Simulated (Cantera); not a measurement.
An isothermal, constant-pressure homogeneous reactor starts with 94.6 % NH3, 5.39 % H2, at 1900 K and 0.132 atm.

Computed with Cantera and the gas-phase N/H chemistry of the illustrative SiF4/NH3 mechanism in the Surface Chemkin manual (1991). Walls and surfaces, which speed up NH3 decomposition in real reactors, are not modelled.

x: mole fraction; the columns are a selection and need not sum to one.

```
t (s)        x NH3    x H2    x N2H2      x N2     x NH2
--------  --------  ------  --------  --------  --------
3.00e-5      0.946  0.0539       [?]  6.84e-11   2.47e-5
9.17e-5      0.946  0.0539       [?]   1.20e-8   7.58e-5
0.000280     0.946  0.0540       [?]   1.35e-6  0.000229
0.000857     0.945  0.0544       [?]   6.88e-5  0.000600
0.00262      0.942  0.0568   5.92e-6  0.000844  0.000815
0.00801      0.931  0.0647   5.84e-6   0.00359  0.000808
0.0245       0.899  0.0882   5.48e-6    0.0117  0.000780
0.0749       0.812   0.153       [?]    0.0342  0.000715
0.229        0.609   0.304       [?]    0.0864  0.000583
0.700        0.295   0.537       [?]     0.167  0.000361
2.14        0.0575   0.714       [?]     0.228  0.000120
6.54       0.00126   0.754       [?]     0.243   8.01e-6
20.0      0.000102   0.755  1.10e-11     0.243   7.16e-7
```

Problem. What belongs in the gaps?

Solution. 
- 3.00e-5, x N2H2: 1.64e-9
- 9.17e-5, x N2H2: 2.62e-8
- 0.000280, x N2H2: 3.31e-7
- 0.000857, x N2H2: 2.96e-6
- 0.0749, x N2H2: 4.58e-6
- 0.229, x N2H2: 2.89e-6
- 0.700, x N2H2: 1.07e-6
- 2.14, x N2H2: 1.47e-7
- 6.54, x N2H2: 1.29e-9
